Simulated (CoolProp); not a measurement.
Model: reference Helmholtz-energy equation of state, Lemmon 2006, in CoolProp. It is a short technical equation, of lower accuracy than the large ones.

**Question.** Give the vapour pressure (bar), liquid cp (kJ/(kg K)), vapour Z, surface tension (mN/m) of saturated C3F8 (R218) at -39.65, -35.85, -32.05 °C.

**Answer.** 
```csv
T (°C),p (bar),liquid cp (kJ/(kg K)),vapour Z,surface tension (mN/m)
-39.65,0.889,0.969,0.951,10.8
-35.85,1.06,0.977,0.945,10.4
-32.05,1.25,0.986,0.939,9.95
```

Surface tension comes from a separate correlation (Mulero 2012).
